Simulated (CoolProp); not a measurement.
Model: reference Helmholtz-energy equation of state, Schmidt 1985, in CoolProp.

### Question
Give the vapour pressure (bar), liquid density (kg/m³), vapour density (kg/m³), enthalpy of vaporisation (kJ/kg) of saturated oxygen at -195.15 °C.

### Answer
```tsv
T (°C)	p (bar)	liquid density (kg/m³)	vapour density (kg/m³)	enthalpy of vaporisation (kJ/kg)
-195.15	0.228	1200	1.14	224
```
